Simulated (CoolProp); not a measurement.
Vapour-liquid equilibrium of R134a (1) + methanol (2) at 318.8 K; x and y are mole fractions of (1).

Values from CoolProp's multi-fluid Helmholtz-energy mixture model, Tillner-Roth 1994 and de Reuck 1993; pair parameters Bell 2016.

```json
[
 {"x": "0.05", "bubble pressure, mixture model (MPa)": "0.2227", "bubble pressure, Raoult's law (MPa)": "0.1027", "y, mixture model": "0.794", "y, Raoult's law": "0.575"},
 {"x": "0.15", "bubble pressure, mixture model (MPa)": "0.4516", "bubble pressure, Raoult's law (MPa)": "0.2160", "y, mixture model": "0.899", "y, Raoult's law": "0.819"},
 {"x": "0.25", "bubble pressure, mixture model (MPa)": "0.5818", "bubble pressure, Raoult's law (MPa)": "0.3294", "y, mixture model": "0.923", "y, Raoult's law": "0.895"},
 {"x": "0.35", "bubble pressure, mixture model (MPa)": "0.6643", "bubble pressure, Raoult's law (MPa)": "0.4427", "y, mixture model": "0.934", "y, Raoult's law": "0.933"},
 {"x": "0.45", "bubble pressure, mixture model (MPa)": "0.7272", "bubble pressure, Raoult's law (MPa)": "0.5561", "y, mixture model": "0.941", "y, Raoult's law": "0.955"},
 {"x": "0.55", "bubble pressure, mixture model (MPa)": "0.7860", "bubble pressure, Raoult's law (MPa)": "0.6695", "y, mixture model": "0.948", "y, Raoult's law": "0.969"},
 {"x": "0.65", "bubble pressure, mixture model (MPa)": "0.8493", "bubble pressure, Raoult's law (MPa)": "0.7828", "y, mixture model": "0.956", "y, Raoult's law": "0.979"},
 {"x": "0.75", "bubble pressure, mixture model (MPa)": "0.9227", "bubble pressure, Raoult's law (MPa)": "0.8962", "y, mixture model": "0.965", "y, Raoult's law": "0.987"},
 {"x": "0.85", "bubble pressure, mixture model (MPa)": "1.011", "bubble pressure, Raoult's law (MPa)": "1.010", "y, mixture model": "0.977", "y, Raoult's law": "0.993"},
 {"x": "0.95", "bubble pressure, mixture model (MPa)": "1.117", "bubble pressure, Raoult's law (MPa)": "1.123", "y, mixture model": "0.991", "y, Raoult's law": "0.998"}
]
```

The largest gap from Raoult's law is +116.8 % in bubble pressure, at x = 0.05. No azeotrope shows between x = 0.05 and 0.95.

The pair parameters rest on a limited set of measurements; away from them the model extrapolates. The gap from Raoult's law changes sign with composition, which may be real or a fault of the pair parameters; it wasn't checked against measurements. With so large a gap from Raoult's law the liquid may split in two, which this calculation doesn't test in full.
